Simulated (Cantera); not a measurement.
Source: NASA polynomial tables (part measured, part estimated), evaluated in Cantera. Values are per mole of reaction as written; species without (g) are pure solids or liquids, kept so even where they would boil at 1 bar.

Problem. Between 1723 and 2623 K, where is each reaction favourable under standard conditions?
- 2 Ti + O₂(g) = 2 TiO(g)
- 2 H₂(g) + O₂(g) = 2 H₂O(g)
- 0.8 Ta + O₂(g) = 0.4 Ta₂O₅

Solution. 
- 2 Ti + O₂(g) = 2 TiO(g): ΔG° is -204 kJ at 1723 K and -327 kJ at 2623 K; it stays negative (K > 1). ΔH° is -5 kJ and ΔS° 123 J/K at 2623 K.
- 2 H₂(g) + O₂(g) = 2 H₂O(g): ΔG° is -303 kJ at 1723 K and -199 kJ at 2623 K; it stays negative (K > 1). ΔH° is -504 kJ and ΔS° -116 J/K at 2623 K.
- 0.8 Ta + O₂(g) = 0.4 Ta₂O₅: ΔG° is -524 kJ at 1723 K and -399 kJ at 2623 K; it stays negative (K > 1). ΔH° is -726 kJ and ΔS° -125 J/K at 2623 K.
